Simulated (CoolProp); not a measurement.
R21 along the isotherm 199.85 °C: fugacity coefficient from the reference equation and from simpler models built on Tc = 179.6 °C, pc = 5.289 MPa, ω = 0.206; each cubic takes its own stable root.

The numbers come from the reference Helmholtz-energy equation of state, Platzer 1990 in CoolProp. This equation is an older, rougher fit; its heat capacities, sound speeds and derivatives of the liquid may be far off and weren't checked against measurements.

| p (MPa) | phase | reference | Redlich-Kwong | Soave-Redlich-Kwong | Peng-Robinson |
|---|---|---|---|---|---|
| 0.529 | gas | 0.9713 | 0.9702 | 0.9707 | 0.9671 |
| 1.06 | gas | 0.9427 | 0.9406 | 0.9416 | 0.9348 |
| 1.59 | gas | 0.9142 | 0.9114 | 0.9129 | 0.9031 |
| 2.12 | gas | 0.8859 | 0.8825 | ___ | 0.8719 |
| 2.64 | gas | 0.8581 | 0.8544 | 0.8570 | 0.8419 |
| 3.17 | gas | 0.8298 | 0.8260 | 0.8291 | 0.8118 |
| 3.7 | gas | 0.8015 | 0.7977 | 0.8014 | 0.7821 |
| 4.23 | gas | 0.7730 | 0.7695 | ___ | 0.7527 |
| 4.76 | gas | 0.7444 | 0.7412 | 0.7462 | 0.7236 |
| 5.29 | supercritical | ___ | 0.7127 | 0.7185 | 0.6947 |
| 5.82 | supercritical | 0.6861 | 0.6838 | 0.6905 | 0.6658 |
| 6.35 | supercritical | 0.6560 | 0.6538 | 0.6619 | 0.6366 |
| 6.88 | supercritical | 0.6252 | 0.6230 | 0.6328 | 0.6073 |
| 7.4 | supercritical | 0.5957 | 0.5943 | 0.6050 | 0.5795 |
| 7.93 | supercritical | 0.5679 | 0.5678 | 0.5789 | 0.5534 |

Q: What belongs in the gaps?

A: 
- 2.12, Soave-Redlich-Kwong: 0.8846
- 4.23, Soave-Redlich-Kwong: 0.7738
- 5.29, reference: 0.7155
